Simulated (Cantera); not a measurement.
Charge: 1 mol TEOS, 1.3 mol O₃, equilibrated at 0.00170 bar.

Equilibrium computed with Cantera from the NASA thermochemical tables; the gas is ideal and each condensed phase is pure. Candidate condensed phases: C, C₆H₆, C₇H₈, C₈H₁₈, H₂O, Si, SiC, SiO₂; 123 gas species. The feed counts by its element totals alone. Mutual solubility and eutectic melting of coexisting phases are not modelled. The tables hold silica as quartz up to 1696 K and as liquid above; real silica turns to tridymite and cristobalite and melts near 1996 K. The numbers say what is thermodynamically allowed, not how fast it happens.

log p: log10 of the partial pressure in bar; n: condensed amount in mol.

```csv
T (K),log p H₂,log p CO,log p CO₂,log p H₂O,log p SiO,log p CH₄,n C(graphite),n SiO₂(α-quartz),n SiO₂(β-quartz),n SiC(s)
673,-2.95,-3.87,-3.61,-3.78,<-14,-4.71,5.02,1.00,0,0
823,-2.97,-3.22,-4.77,-5.07,<-14,-5.97,2.33,1.00,0,0
973,-2.97,-3.20,-6.40,-6.38,<-14,-6.83,2.11,0,1.00,0
1123,-2.97,-3.20,-7.62,-7.35,-10.76,-7.47,2.10,0,1.00,0
1273,-2.97,-3.20,-8.54,-8.10,(withheld),(withheld),2.10,0,0.999,0
1423,-3.01,-3.15,-8.54,-8.05,-4.75,-9.07,0,0,0.179,0.639
1573,-3.02,-3.15,(withheld),(withheld),-4.37,(withheld),0,0,0,0.550
1723,-3.02,-3.15,-9.65,-8.98,-4.37,-9.61,0,0,0,0.550
```

### Question
What belongs in the gaps?

### Answer

- 1573, log p CO₂: -9.06
- 1573, log p H₂O: -8.48
- 1573, log p CH₄: -9.46
- 1273, log p SiO: -7.02
- 1273, log p CH₄: -7.97
